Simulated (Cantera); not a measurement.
**Equilibrium for abatement and gas-phase synthesis: H2O + N2**

Input: 1 mol H2O, 1.8 mol N2, at 0.240 bar.

Method: chemical equilibrium by Gibbs-energy minimisation in Cantera with the NASA 1993 tables (ideal gas, pure condensed phases). Candidate condensed phases: H2O; 24 gas species. Rates play no part.

```tsv
T (K)	x N2	x H2O	x H	x O	x H2	x OH	x O2	x NO
1098	0.643	0.357	5.63e-11	3.57e-12	1.24e-6	7.12e-8	5.42e-7	1.21e-7
1298	0.643	0.357	9.96e-9	1.03e-9	2.07e-5	2.22e-6	8.68e-6	2.27e-6
1498	0.643	0.357	4.51e-7	6.55e-8	0.000165	2.76e-5	6.60e-5	1.94e-5
1698	0.643	0.356	8.41e-6	1.57e-6	0.000812	0.000190	0.000310	9.99e-5
1898	0.642	0.353	8.53e-5	1.93e-5	0.00286	0.000862	0.00104	0.000363
2098	0.639	0.346	0.000557	0.000147	0.00786	0.00291	0.00276	0.00102
2298	0.633	0.329	0.00261	0.000778	0.0178	0.00777	0.00602	0.00237
2498	0.621	0.299	0.00938	0.00310	0.0340	0.0171	0.0112	0.00470
2698	0.600	0.251	0.0271	0.00975	0.0555	0.0313	0.0178	0.00806
2898	0.565	0.185	0.0645	0.0249	0.0765	0.0477	0.0240	0.0120
3098	0.519	0.113	0.127	0.0523	0.0870	0.0590	0.0267	0.0155
3298	0.470	0.0535	0.209	0.0902	0.0792	0.0576	0.0237	0.0172
3498	0.428	0.0192	0.288	0.129	0.0575	0.0443	0.0167	0.0166
```
x: gas mole fraction; nothing condenses.

From 1098 K to 3498 K nothing is condensed.
